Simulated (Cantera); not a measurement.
Input: 1 mol C3H8, 0.041 mol NH3, 3.8 mol H2, at 27.0 mbar.

Cantera equilibrium calculation (NASA polynomials, part measured and part estimated; ideal gas, pure solids and liquids). Candidate condensed phases: C, C6H6, C7H8, C8H18; 92 gas species. Equilibrium is a limit: real reactors are often held back by kinetics, nucleation or transport.

Q: At 1100 K, list the 3 most abundant gas species with their mole fractions, and the condensed phases.

A: H2 0.996, N2 0.00260, CH4 0.000962. Condensed: C(graphite).
